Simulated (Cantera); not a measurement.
## CsOH + H₂ (calcination and drying)

Input: 1 mol CsOH, 2.4 mol H₂, at 2073.15 K and 0.100 bar.

Equilibrium computed with Cantera from the NASA thermochemical tables; the gas is ideal and each condensed phase is pure. Candidate condensed phases: Cs, CsOH, H₂O; 15 gas species. Kinetics and transport are ignored.

| Quantity | Result |
|---|---|
| x(H₂) | 0.532 |
| x(Cs) | 0.197 |
| x(H₂O) | 0.197 |
| x(CsOH) | 0.0666 |
| x(H) | 0.00607 |
| x(OH) | 0.000256 |
| x(Cs₂) | 9.56e-6 |
| x(CsO) | 5.68e-6 |
| x(O) | 2.10e-6 |
| gas amount | 3.786 mol |
| log10 activity of CsOH(l) (absent) | -3.99 |
